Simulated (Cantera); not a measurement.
What does this Cantera script print?

```python
import numpy as np
import cantera as ct

gas_names = [...]  # 113 gases of nasa_gas.yaml made of C, H, O, Ta
cond_names = """
    C(gr) C6H6(L) C7H8(L) C8H18(L),n-octa H2O(s) H2O(L) Ta(cr) Ta(L) TaC(s) TaC(L) Ta2O5(s) Ta2O5(L)
""".split()


# ... load() reads the species with a 1 bar reference pressure and builds the phases ...
atoms = {
    'Ta2O5': {'Ta': 2, 'O': 5},
    'CH4': {'C': 1, 'H': 4},
    'H2': {'H': 2},
}
top_T = {'C(gr)': 4500}  # K; cautious upper limits of use, not melting points


# ... equilibrate(T, P, feed) seeds the gas with the atoms and calls Mixture.equilibrate('TP', solver="vcs", rtol=1e-11, max_steps=5000) ...
results = []
feed = {'Ta2O5': 1, 'CH4': 4.9, 'H2': 0.38}  # mol
P = 1000  # Pa
for T in [1625, 1700, 1775, 1850, 1925, 2000, 2075, 2150, 2225, 2300]:
    mix = equilibrate(T, P, feed)
    results.append((T, P, feed, dict(zip(mix.species_names, mix.species_moles))))

top = {s: max(r[3][s] / sum(r[3][g] for g in gas_names) for r in results) for s in gas_names}
cols = sorted((s for s in top if top[s] > 0.0001), key=lambda s: -top[s])[:9]
seen = [c for c in cond_names if any(r[3].get(c, 0) > 1e-12 for r in results)]
print("log10 of partial pressures in bar; condensed amounts in mol")
print(f"{'T/K':>10s}" + "".join(f"{s[:9]:>10s}" for s in cols + seen))
for T, P, feed, n in results:
    ng = sum(n[g] for g in gas_names)
    print(f"{T:10.4g}" + "".join(f"{np.log10(max(n[s] / ng * P / 1e5, 1e-99)):10.3f}" for s in cols)
          + "".join(f"{n.get(c, 0):10.4g}" for c in seen))
```

Result:

```
log10 of partial pressures in bar; condensed amounts in mol
       T/K        H2        CO         H       H2O      TaO2       TaO       CO2    Ta(cr)    TaC(s)  Ta2O5(s)  Ta2O5(L)
      1625    -2.129    -2.593    -5.216    -5.064    -9.843   -11.220    -6.020         0     1.404    0.2981         0
      1700    -2.129    -2.593    -4.896    -5.025    -8.923   -10.139    -6.022         0     1.404     0.298         0
      1775    -2.130    -2.593    -4.603    -4.990    -8.085    -9.151    -6.024         0     1.404    0.2978         0
      1850    -2.131    -2.594    -4.334    -4.960    -7.316    -8.245    -6.026         0     1.405    0.2976         0
      1925    -2.133    -2.594    -4.086    -4.933    -6.611    -7.411    -6.028         0     1.405    0.2974         0
      2000    -2.179    -2.491    -3.878    -4.916    -5.978    -6.696    -5.890     1.968         0   0.01522         0
      2075    -2.184    -2.493    -3.666    -4.789    -5.443    -6.159    -5.785     1.969         0         0   0.01211
      2150    -2.191    -2.496    -3.471    -4.692    -4.981    -5.676    -5.706     1.969         0         0  0.006036
      2225    -2.202    -2.501    -3.289    -4.694    -4.730    -5.317    -5.722     1.964         0         0         0
      2300    -2.216    -2.506    -3.122    -4.811    -4.718    -5.092    -5.850     1.957         0         0         0
```

Method: chemical equilibrium by Gibbs-energy minimisation in Cantera with the NASA 1993 tables (ideal gas, pure condensed phases). Mutual solubility and eutectic melting of coexisting phases are not modelled. TaC: taken at fixed stoichiometry. Condensed phases not in the tables: Ta2C, N, O or C dissolved in the metal.
